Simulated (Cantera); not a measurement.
Cantera run, input and output.

```python
import numpy as np
import cantera as ct

gas = ct.Solution("h2o2.yaml")
gas.TPX = 900, 560, {'H2': 0.042, 'O2': 1}
reactor = ct.IdealGasConstPressureReactor(gas, energy="off", clone=False)
net = ct.ReactorNet([reactor])
net.rtol, net.atol = 1e-08, 1e-18
show = ['H2', 'O2', 'O', 'H2O', 'H', 'OH']
times = np.geomspace(0.0007, 50, 14)

steps = ct.SolutionArray(gas, extra=["t"])
rows = []
print(f"{'t/s':>10s}{'T/K':>9s}{'P/Pa':>11s}" + "".join(f"{s:>11s}" for s in show))
for t in times:
    while net.time < t:
        t_next = net.step()
        steps.append(gas.state, t=t_next)
    rows.append([np.interp(t, steps.t, y) for y in (steps.T, steps.P, *steps(*show).X.T)])
    print(f"{t:10.3e}{rows[-1][0]:9.1f}{rows[-1][1]:11.4g}" + "".join(f"{x:11.3e}" for x in rows[-1][2:]))
rate = np.gradient(steps.T, steps.t)
print("integrator steps:", len(steps.t))
if steps.T.max() > steps.T[0] + 200:
    print(f"time of steepest temperature rise: {steps.t[rate.argmax()]:.4e} s")
gas.TPX = 900, 560, {'H2': 0.042, 'O2': 1}
gas.equilibrate("TP")
print(f"equilibrium (TP): T = {gas.T:.1f} K  " + "  ".join(f"{s} {gas[s].X[0]:.3e}" for s in show))
```

Result:

```
       t/s      T/K       P/Pa         H2         O2          O        H2O          H         OH
 7.000e-04    900.0        560  4.031e-02  9.597e-01  2.040e-12  1.013e-12  4.196e-12  1.361e-12
 1.654e-03    900.0        560  4.031e-02  9.597e-01  1.037e-11  9.159e-12  1.101e-11  5.146e-12
 3.907e-03    900.0        560  4.031e-02  9.597e-01  7.462e-11  1.013e-10  5.426e-11  2.997e-11
 9.230e-03    900.0        560  4.031e-02  9.597e-01  2.369e-09  3.937e-09  1.575e-09  9.041e-10
 2.181e-02    900.0        560  4.029e-02  9.597e-01  6.079e-06  1.028e-05  4.033e-06  2.317e-06
 5.152e-02    900.0        560  2.731e-03  9.430e-01  1.093e-02  3.223e-02  9.815e-03  1.336e-03
 1.217e-01    900.0        560  3.694e-04  9.532e-01  4.826e-03  3.957e-02  1.567e-03  4.977e-04
 2.876e-01    900.0        560  7.203e-05  9.576e-01  1.121e-03  4.087e-02  1.377e-04  1.898e-04
 6.794e-01    900.0        560  1.286e-05  9.586e-01  2.096e-04  4.107e-02  1.040e-05  7.680e-05
 1.605e+00    900.0        560  2.215e-06  9.588e-01  3.839e-05  4.112e-02  8.131e-07  3.278e-05
 3.792e+00    900.0        560  3.910e-07  9.588e-01  7.754e-06  4.113e-02  7.453e-08  1.489e-05
 8.958e+00    900.0        560  7.647e-08  9.589e-01  1.844e-06  4.113e-02  8.693e-09  7.308e-06
 2.116e+01    900.0        560  1.787e-08  9.589e-01  5.186e-07  4.113e-02  1.297e-09  3.880e-06
 5.000e+01    900.0        560  5.059e-09  9.589e-01  1.665e-07  4.114e-02  2.356e-10  2.196e-06
integrator steps: 1768
equilibrium (TP): T = 900.0 K  H2 1.807e-12  O2 9.589e-01  O 7.092e-11  H2O 4.114e-02  H 2.114e-15  OH 4.510e-08
```

Cantera simulation using the H2/O2 subset of GRI-Mech 3.0, which has no nitrogen chemistry; the numbers are that mechanism's predictions, not measurements. Radical loss at walls, strong at low pressure, is not modelled. Below about 950 K walls govern HO2 and H2O2 in real vessels. The temperature is held fixed by assumption; the heat of reaction is taken as removed at once.
